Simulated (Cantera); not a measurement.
A Cantera script and what it prints.

```python
import numpy as np
import cantera as ct

gas_names = """
    Cu CuO Cu2 H HNO HNO2 HNO3 HO2 H2 H2O H2O2 N NH NH2 NH3 NH2OH NO NO2 NO3 N2 N2H2 N2H4 N2O O OH O2 O3
""".split()
cond_names = """
    Cu(cr) Cu(L) CuO(s) CuO2H2(s) Cu2O(s) Cu2O(L) H2O(s) H2O(L)
""".split()


# ... load() reads the species with a 1 bar reference pressure and builds the phases ...
atoms = {
    'CuO': {'Cu': 1, 'O': 1},
    'H2': {'H': 2},
    'N2': {'N': 2},
}
top_T = {'CuO(s)': 1390}  # K; cautious upper limits of use, not melting points


# ... equilibrate(T, P, feed) seeds the gas with the atoms and calls Mixture.equilibrate('TP', solver="vcs", rtol=1e-11, max_steps=5000) ...
results = []
feed = {'CuO': 1, 'H2': 15, 'N2': 4.8}  # mol
P = 100000  # Pa
for T in [1248, 1298, 1348, 1398, 1448, 1498, 1548, 1598, 1648, 1698, 1748, 1798, 1848]:
    mix = equilibrate(T, P, feed)
    results.append((T, P, feed, dict(zip(mix.species_names, mix.species_moles))))
    x = sorted(zip(gas.X, gas.species_names), reverse=True)
    print(f"T = {T:g} K  P = {P:g} Pa  gas = {mix.phase_moles(0):.4g} mol")
    print("   x: " + "  ".join(f"{s} {v:.3e}" for v, s in x if v > 1e-06))
    print("   condensed (mol): " + ("  ".join(f"{mix.phase(i).name} {mix.phase_moles(i):.4g}"
          for i in range(1, mix.n_phases) if mix.phase_moles(i) > 1e-12) or "none"))
```

Result:

```
T = 1248 K  P = 100000 Pa  gas = 19.8 mol
   x: H2 7.070e-01  N2 2.424e-01  H2O 5.051e-02  NH3 4.508e-05
   condensed (mol): Cu(cr) 1
T = 1298 K  P = 100000 Pa  gas = 19.8 mol
   x: H2 7.070e-01  N2 2.424e-01  H2O 5.051e-02  NH3 3.660e-05
   condensed (mol): Cu(cr) 1
T = 1348 K  P = 100000 Pa  gas = 19.8 mol
   x: H2 7.070e-01  N2 2.424e-01  H2O 5.051e-02  NH3 3.017e-05  H 1.945e-06
   condensed (mol): Cu(cr) 1
T = 1398 K  P = 100000 Pa  gas = 19.8 mol
   x: H2 7.070e-01  N2 2.424e-01  H2O 5.051e-02  NH3 2.521e-05  H 3.979e-06  Cu 1.297e-06
   condensed (mol): Cu(L) 1
T = 1448 K  P = 100000 Pa  gas = 19.8 mol
   x: H2 7.070e-01  N2 2.424e-01  H2O 5.051e-02  NH3 2.132e-05  H 7.750e-06  Cu 3.317e-06
   condensed (mol): Cu(L) 0.9999
T = 1498 K  P = 100000 Pa  gas = 19.8 mol
   x: H2 7.070e-01  N2 2.424e-01  H2O 5.051e-02  NH3 1.824e-05  H 1.445e-05  Cu 7.951e-06
   condensed (mol): Cu(L) 0.9998
T = 1548 K  P = 100000 Pa  gas = 19.8 mol
   x: H2 7.070e-01  N2 2.424e-01  H2O 5.050e-02  H 2.589e-05  Cu 1.799e-05  NH3 1.576e-05
   condensed (mol): Cu(L) 0.9996
T = 1598 K  P = 100000 Pa  gas = 19.8 mol
   x: H2 7.070e-01  N2 2.424e-01  H2O 5.050e-02  H 4.476e-05  Cu 3.860e-05  NH3 1.374e-05
   condensed (mol): Cu(L) 0.9992
T = 1648 K  P = 100000 Pa  gas = 19.8 mol
   x: H2 7.069e-01  N2 2.424e-01  H2O 5.050e-02  Cu 7.899e-05  H 7.487e-05  NH3 1.208e-05
   condensed (mol): Cu(L) 0.9984
T = 1698 K  P = 100000 Pa  gas = 19.8 mol
   x: H2 7.068e-01  N2 2.424e-01  H2O 5.049e-02  Cu 1.547e-04  H 1.216e-04  NH3 1.070e-05
   condensed (mol): Cu(L) 0.9969
T = 1748 K  P = 100000 Pa  gas = 19.81 mol
   x: H2 7.067e-01  N2 2.423e-01  H2O 5.049e-02  Cu 2.914e-04  H 1.921e-04  NH3 9.543e-06
   condensed (mol): Cu(L) 0.9942
T = 1798 K  P = 100000 Pa  gas = 19.81 mol
   x: H2 7.064e-01  N2 2.423e-01  H2O 5.047e-02  Cu 5.291e-04  H 2.959e-04  NH3 8.565e-06  OH 1.390e-06  Cu2 1.006e-06
   condensed (mol): Cu(L) 0.9895
T = 1848 K  P = 100000 Pa  gas = 19.82 mol
   x: H2 7.060e-01  N2 2.421e-01  H2O 5.044e-02  Cu 9.292e-04  H 4.455e-04  NH3 7.730e-06  OH 2.341e-06  Cu2 2.179e-06
   condensed (mol): Cu(L) 0.9815
```

Equilibrium computed with Cantera from the NASA thermochemical tables; the gas is ideal and each condensed phase is pure.
